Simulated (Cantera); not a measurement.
Charge: 1 mol Fe2O3, 230 mol H2, 0.1 mol H2O, held at 1725 K.

Method: chemical equilibrium by Gibbs-energy minimisation in Cantera with the NASA 1993 tables (ideal gas, pure condensed phases). Candidate condensed phases: Fe, FeO, Fe(OH)2, Fe(OH)3, Fe2O3, Fe3O4, H2O; 12 gas species. Rates play no part.

log p: log10 of the partial pressure in bar; n: condensed amount in mol.

```
P (Pa)   log p H2  log p H  log p H2O  log p Fe  log p OH  log p FeO  log p O  n Fe(δ)
-------  --------  -------  ---------  --------  --------  ---------  -------  -------
10          -4.02    -5.74      -5.88     -6.07     -8.86      -9.96   -10.68        0
100           [?]      [?]        [?]     -5.07       [?]      -8.96   -10.69        0
1000        -2.01    -4.73      -3.87     -5.03     -7.86      -8.92   -10.69     1.78
10000       -1.01    -4.23      -2.87     -5.03     -7.36      -8.92   -10.69     1.98
100000        [?]      [?]        [?]     -5.03       [?]      -8.92   -10.69     2.00
1000000      0.99    -3.23      -0.87     -5.03     -6.36      -8.92   -10.69     2.00
```

### Question
Some entries are withheld; supply them.

### Answer

- 100, log p H2: -3.01
- 100, log p H: -5.24
- 100, log p H2O: -4.88
- 100, log p OH: -8.36
- 100000, log p H2: -0.01
- 100000, log p H: -3.73
- 100000, log p H2O: -1.87
- 100000, log p OH: -6.86
